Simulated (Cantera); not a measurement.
Mixture: 4.49 % CH4, 5.39 % H2, 16.4 % O2, 62.0 % N2, 11.7 % H2O, equivalence ratio 0.71, at 1.00 atm, adiabatic and at constant volume. Ignition delay is the time to a rise of 400 K.

Computed with Cantera and GRI-Mech 3.0 (53 species, 325 reactions).

Task: Predict: delay at 1173 K; delay at 1248 K; delay at 1323 K; delay at 1398 K; delay at 1473 K; apparent activation energy between 1323 and 1473 K.

Result: 
```
Quantity                                               Result
--------------------------------------------------  ---------
delay at 1173 K                                      0.926 ms
delay at 1248 K                                      0.483 ms
delay at 1323 K                                      0.278 ms
delay at 1398 K                                      0.171 ms
delay at 1473 K                                      0.112 ms
apparent activation energy between 1323 and 1473 K  98 kJ/mol
```
